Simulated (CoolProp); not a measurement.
A Linde-Hampson liquefier for CF4 (R14): isothermal reversible compression at 320 K from 1 atm to 30 MPa, throttling to 1 atm, return gas leaving the recuperator 2 K below the feed. Each further row changes one setting.

Model: reference Helmholtz-energy equation of state, Platzer 1990, in CoolProp. This equation is an older, rougher fit; its heat capacities, sound speeds and derivatives of the liquid may be far off and weren't checked against measurements.

```json
[
 {"case": "as stated", "liquid yield per pass": "0.245", "compression work (kJ/kg of gas)": "159"},
 {"case": "warm-end temperature 350 K", "liquid yield per pass": "0.192", "compression work (kJ/kg of gas)": "179"},
 {"case": "warm-end gap 7 K", "liquid yield per pass": "0.233", "compression work (kJ/kg of gas)": "159"}
]
```
